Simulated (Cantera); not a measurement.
**Boron, boron nitride and boron oxide: BF3 + H2 + N2**

Charge: 1 mol BF3, 5.1 mol H2, 1.3 mol N2.

Method: chemical equilibrium by Gibbs-energy minimisation in Cantera with the NASA 1993 tables (ideal gas, pure condensed phases). Candidate condensed phases: B, BN; 31 gas species. N2 is the only nitrogen source here; it is nearly inert below about 1500 K, so the nitride shown seldom forms there in practice. The tables' values for BF2 are old estimates. Kinetics and transport are ignored.

Q: Map the stable condensed phases over T = 1000, 1075, 1150, 1225, 1300, 1375, 1450, 1525, 1600, 1675, 1750, 1825, 1900, 1975 K and P in Pa = 10, 25, 63, 160, 400, 1000, 2500, 6300, 16000, 40000, 100000.

A: 
```
T in K \ P in Pa
             10     25     63    160    400   1000   2500   6300  16000  40000 100000
   1975       A      A      A      A      A      A      A      A      A      A      B
   1900       A      A      A      A      A      A      A      A      A      B      B
   1825       A      A      A      A      A      A      A      B      B      B      B
   1750       A      A      A      A      A      A      B      B      B      B      B
   1675       A      A      A      A      B      B      B      B      B      B      B
   1600       A      A      A      B      B      B      B      B      B      B      B
   1525       A      B      B      B      B      B      B      B      B      B      B
   1450       B      B      B      B      B      B      B      B      B      B      B
   1375       B      B      B      B      B      B      B      B      B      B      B
   1300       B      B      B      B      B      B      B      B      B      B      B
   1225       B      B      B      B      B      B      B      B      B      B      B
   1150       B      B      B      B      B      B      B      B      B      B      B
   1075       B      B      B      B      B      B      B      B      B      B      B
   1000       B      B      B      B      B      B      B      B      B      B      B
```
A: gas only; B: BN.
